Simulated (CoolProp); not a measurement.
m-xylene along the isotherm 200.35 °C: fugacity coefficient from the reference equation and from simpler models built on Tc = 343.7 °C, pc = 35.35 bar, ω = 0.326; each cubic takes its own stable root.

The numbers come from the reference Helmholtz-energy equation of state, Zhou 2012 in CoolProp.

```
p (bar)   phase  reference  van der Waals  Redlich-Kwong  Soave-Redlich-Kwong
-------  ------  ---------  -------------  -------------  -------------------
1.12        gas     0.9722         0.9825         0.9774               0.9748
2.54        gas     0.9369         0.9603         0.9488               0.9429
5.79     liquid     0.6430         0.9095         0.8838                  ___
13.2     liquid     0.2903         0.7067            ___               0.2980
30       liquid     0.1363         0.3483         0.2088               0.1414
68.2     liquid    0.06947         0.1964         0.1096              0.07366
155      liquid    0.04241         0.1476            ___              0.04702
353      liquid    0.03837         0.2035        0.07136              0.04641
```

Question: Some entries are withheld; supply them.

Answer: 
- 5.79, Soave-Redlich-Kwong: 0.6570
- 13.2, Redlich-Kwong: 0.4381
- 155, Redlich-Kwong: 0.07093

At some of these states van der Waals, Redlich-Kwong gives the other phase, because its saturation line lies elsewhere.
